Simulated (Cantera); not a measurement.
Charge: 1 mol SiHCl₃, 96 mol H₂, held at 7.50 Torr.

Method: chemical equilibrium by Gibbs-energy minimisation in Cantera with the NASA 1993 tables (ideal gas, pure condensed phases). Candidate condensed phases: Si; 19 gas species. The tables' values for SiCl₃ are old estimates; treat these amounts as uncertain. Equilibrium is a limit: real reactors are often held back by kinetics, nucleation or transport. All values below are at 1425 K.

Base state: H₂ 0.972, HCl 0.0262, SiCl₂ 0.00214, H 6.72e-5, SiCl₃ 2.36e-5 (mole fractions); condensed: Si(s).

Q: What changes in the equilibrium state with this change: SiHCl₃ replaced by (CH₃)₂SiCl₂?

A: 
| species | before | after |
|---|---|---|
| H₂ | 0.972 | 0.980 |
| HCl | 0.0262 | 0.0200 |
| H | 6.72e-5 | 6.75e-5 |
| SiCl₂ | 0.00214 | 6.59e-6 |
| CH₄ | 0 | 3.62e-5 |
| SiCl₃ | 2.36e-5 | 5.51e-8 |
| Si(s), mol | 0.787 | 0 |
| C(graphite), mol | 0 | 0.996 |
| SiC(s), mol | 0 | 0.999 |
The feed counts by its element totals alone. Further candidate phases: C, C₆H₆, C₇H₈, C₈H₁₈, SiC.
